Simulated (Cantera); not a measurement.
Input: 1 mol Si, 1.6 mol HCl, 5.5 mol H₂, at 1475 K and 24.0 bar.

Method: chemical equilibrium by Gibbs-energy minimisation in Cantera with the NASA 1993 tables (ideal gas, pure condensed phases). Candidate condensed phases: Si; 19 gas species. The tables' values for SiCl₃ are old estimates; treat these amounts as uncertain. Gases not in the tables: Si₂H₆ and higher silanes. Kinetics and transport are ignored.

Base state: H₂ 0.888, HCl 0.0482, SiHCl₃ 0.0263, SiCl₄ 0.0151, SiCl₂ 0.00822, SiH₂Cl₂ 0.00722, SiCl₃ 0.00604, SiH₃Cl 0.000577 (mole fractions); condensed: Si(s).

Problem. What changes in the equilibrium state with this change: HCl from 1.6 to 0.88 mol?

Solution. 
```
species      before    after
----------  -------  -------
H₂            0.888    0.924
HCl          0.0482   0.0401
SiHCl₃       0.0263   0.0146
SiCl₄        0.0151  0.00668
SiCl₃       0.00604  0.00328
SiCl₂       0.00822  0.00547
SiH₂Cl₂     0.00722  0.00500
Si(s), mol    0.571    0.780
```
